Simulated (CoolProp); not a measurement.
Values from CoolProp's reference Helmholtz-energy equation of state, Akasaka 2020.

Question: For R1123, give the phase and the cv (kJ/(kg K)), isothermal compressibility (1/MPa), expansivity (1/kK) at 480 K and 1.54 MPa; 480 K and 3.08 MPa; 480 K and 6.15 MPa.

Answer: 
- 480 K and 1.54 MPa: gas; cv 0.997, isothermal compressibility 0.669, expansivity 2.38
- 480 K and 3.08 MPa: gas; cv 1.00, isothermal compressibility 0.344, expansivity 2.70
- 480 K and 6.15 MPa: supercritical; cv 1.01, isothermal compressibility 0.181, expansivity 3.39
